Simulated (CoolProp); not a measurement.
The numbers come from the reference Helmholtz-energy equation of state, Akasaka 2019 in CoolProp.

Question: For R1234ze(Z), give the phase and the Z, cp (kJ/(kg K)), Joule-Thomson coefficient (K/MPa), isothermal compressibility (1/MPa) at 392.8 K and 192 bar; 411.7 K and 192 bar.

Answer: 
- 392.8 K and 192 bar: liquid; Z 0.631, cp 1.41, Joule-Thomson coefficient -0.0522, isothermal compressibility 0.00520
- 411.7 K and 192 bar: liquid; Z 0.630, cp 1.45, Joule-Thomson coefficient 0.0329, isothermal compressibility 0.00653
